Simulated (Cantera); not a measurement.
Mixture: 3.41 % CH4, 4.43 % CO, 16.4 % O2, 75.7 % N2, at 140000 Pa, adiabatic and at constant pressure. Ignition delay is the time to a rise of 400 K.

Computed with Cantera and GRI-Mech 3.0 (53 species, 325 reactions).

Problem. Predict: delay at 1450 K; delay at 1525 K; delay at 1600 K; delay at 1675 K; delay at 1750 K; apparent activation energy between 1600 and 1750 K.

Solution. 
- delay at 1450 K = 1.18 ms
- delay at 1525 K = 0.582 ms
- delay at 1600 K = 0.318 ms
- delay at 1675 K = 0.190 ms
- delay at 1750 K = 0.123 ms
- apparent activation energy between 1600 and 1750 K = 150 kJ/mol
